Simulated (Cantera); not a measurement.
An adiabatic, constant-volume homogeneous reactor starts with CH4 : O2 : N2 = 1 : 4.55 : 16.8 (molar parts), equivalence ratio 0.44, at 1300 K and 9.70 bar. Integrator tolerance rtol = 1e-08.

Computed with Cantera and GRI-Mech 3.0 (53 species, 325 reactions).

What does this change do: constant pressure in place of constant volume?


| quantity | before | after |
|---|---|---|
| time of steepest temperature rise | 1.01 ms | 1.06 ms |
| temperature at 0.300 s | 2422 K | 2211 K |
| equilibrium temperature | 2422 K | 2211 K |
| x(CH4) at 0.300 s | <1e-12 (gas-phase equilibrium <1e-12) | <1e-12 (gas-phase equilibrium <1e-12) |
| x(O2) at 0.300 s | 0.106 (gas-phase equilibrium 0.106) | 0.109 (gas-phase equilibrium 0.109) |
| x(CO2) at 0.300 s | 0.0439 (gas-phase equilibrium 0.0439) | 0.0444 (gas-phase equilibrium 0.0444) |
| x(NO2) at 0.300 s | 4.03e-5 (gas-phase equilibrium 4.03e-5) | 2.54e-5 (gas-phase equilibrium 2.56e-5) |
| x(HO2) at 0.300 s | 1.33e-5 (gas-phase equilibrium 1.33e-5) | 6.19e-6 (gas-phase equilibrium 6.19e-6) |
| x(CH2CO) at 0.300 s | <1e-12 (gas-phase equilibrium <1e-12) | <1e-12 (gas-phase equilibrium <1e-12) |
| x(NO) at 0.300 s | 0.0138 (gas-phase equilibrium 0.0138) | 0.00906 (gas-phase equilibrium 0.00910) |

What does this change do: initial temperature 1300 to 1325 K?


```csv
quantity,before,after
time of steepest temperature rise,1.01 ms,0.769 ms
temperature at 0.300 s,2422 K,2440 K
equilibrium temperature,2422 K,2440 K
x(CH4) at 0.300 s,<1e-12 (gas-phase equilibrium <1e-12),<1e-12 (gas-phase equilibrium <1e-12)
x(O2) at 0.300 s,0.106 (gas-phase equilibrium 0.106),0.106 (gas-phase equilibrium 0.106)
x(CO2) at 0.300 s,0.0439 (gas-phase equilibrium 0.0439),0.0438 (gas-phase equilibrium 0.0438)
x(NO2) at 0.300 s,4.03e-5 (gas-phase equilibrium 4.03e-5),4.05e-5 (gas-phase equilibrium 4.05e-5)
x(HO2) at 0.300 s,1.33e-5 (gas-phase equilibrium 1.33e-5),1.40e-5 (gas-phase equilibrium 1.40e-5)
x(CH2CO) at 0.300 s,<1e-12 (gas-phase equilibrium <1e-12),<1e-12 (gas-phase equilibrium <1e-12)
x(NO) at 0.300 s,0.0138 (gas-phase equilibrium 0.0138),0.0143 (gas-phase equilibrium 0.0143)
```
